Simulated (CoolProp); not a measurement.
Vapour-liquid equilibrium of R22 (1) + R113 (2) at 267 K; x and y are mole fractions of (1).

Model: multi-fluid Helmholtz-energy mixture model, Kamei 1995 and Marx 1992; pair parameters Bell 2016, in CoolProp.

Question: Give the bubble pressure and the first vapour's composition at x = 0.5, 0.8, 0.95. Is there an azeotrope?

Answer: x = 0.5: 234.9 kPa, y = 0.971; x = 0.8: 332.2 kPa, y = 0.989; x = 0.95: 385.3 kPa, y = 0.997. No azeotrope shows between x = 0.05 and 0.95.

Pair parameters are fitted to limited data, so mixtures are less certain than the pure fluids.
